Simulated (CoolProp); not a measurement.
Vapour-liquid equilibrium of acetone (1) + n-nonane (2) at 395.5 K; x and y are mole fractions of (1).

Values from CoolProp's multi-fluid Helmholtz-energy mixture model, Lemmon 2006 and Lemmon 2006; pair parameters Bell 2016.

| x | bubble pressure (kPa) | y at the bubble point | dew pressure at overall composition x (kPa) | liquid density (mol/L) |
|---|---|---|---|---|
| 0.05 | 115.9 | 0.616 | 47.06 | … |
| 0.125 | 204.6 | 0.787 | 51.12 | 5.331 |
| 0.2 | 273.8 | … | 55.93 | 5.588 |
| 0.275 | 327.3 | 0.874 | … | 5.869 |
| 0.35 | 369.1 | 0.892 | 68.82 | 6.178 |
| 0.425 | 402.7 | 0.905 | 77.74 | 6.520 |
| 0.5 | 431.5 | 0.915 | 89.29 | 6.902 |
| 0.575 | … | 0.924 | 104.8 | 7.332 |
| 0.65 | 483.9 | 0.934 | … | 7.820 |
| 0.725 | 511.2 | 0.944 | 160.3 | … |
| 0.8 | 541.0 | 0.956 | 217.0 | … |
| 0.875 | 574.1 | 0.970 | 329.2 | 9.796 |
| 0.95 | 611.1 | 0.987 | 526.2 | 10.70 |

Question: What belongs in the gaps?

Answer: 
- 0.05, liquid density (mol/L): 5.094
- 0.2, y at the bubble point: 0.845
- 0.275, dew pressure at overall composition x (kPa): 61.72
- 0.575, bubble pressure (kPa): 457.8
- 0.65, dew pressure at overall composition x (kPa): 126.8
- 0.725, liquid density (mol/L): 8.381
- 0.8, liquid density (mol/L): 9.032

No azeotrope shows between x = 0.05 and 0.95.

Pair parameters are fitted to limited data, so mixtures are less certain than the pure fluids. With so large a gap from Raoult's law the liquid may split in two, which this calculation doesn't test in full.
